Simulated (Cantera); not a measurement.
A perfectly stirred reactor is fed with H₂ : O₂ = 0.13 : 1 (molar parts), equivalence ratio 0.065, at 170 Pa; it is held at 925 K, and followed from long to short residence time.

Cantera simulation using GRI-Mech 3.0 (53 species, 325 reactions); the numbers are that mechanism's predictions, not measurements. Radical loss at walls, strong at low pressure, is not modelled. Below about 950 K walls govern HO2 and H2O2 in real vessels. The temperature is held fixed by assumption; the heat of reaction is taken as removed at once.

Problem. What does this change do: pressure from 170 Pa to 1330 Pa?

Solution. 
```
quantity                 before     after
---------------------  --------  --------
x(H₂) at τ = 26.0 s    0.000470  0.000234
x(O₂) at τ = 26.0 s       0.876     0.878
x(OH) at τ = 26.0 s    0.000469  0.000107
x(HO₂) at τ = 26.0 s    1.22e-6   2.63e-6
x(H₂O) at τ = 26.0 s      0.121     0.122
x(H₂) at τ = 0.480 s    0.00486   0.00236
x(O₂) at τ = 0.480 s      0.856     0.876
x(OH) at τ = 0.480 s    0.00184  0.000509
x(HO₂) at τ = 0.480 s   1.86e-6   9.69e-6
x(H₂O) at τ = 0.480 s     0.105     0.119
```

Problem. What does this change do: temperature 925 to 1150 K?

Solution. 
```csv
quantity,before,after
x(H₂) at τ = 26.0 s,0.000470,0.000387
x(O₂) at τ = 26.0 s,0.876,0.872
x(OH) at τ = 26.0 s,0.000469,0.00181
x(HO₂) at τ = 26.0 s,1.22e-6,5.79e-7
x(H₂O) at τ = 26.0 s,0.121,0.120
x(H₂) at τ = 0.480 s,0.00486,0.00312
x(O₂) at τ = 0.480 s,0.856,0.832
x(OH) at τ = 0.480 s,0.00184,0.00498
x(HO₂) at τ = 0.480 s,1.86e-6,9.21e-7
x(H₂O) at τ = 0.480 s,0.105,0.102
```
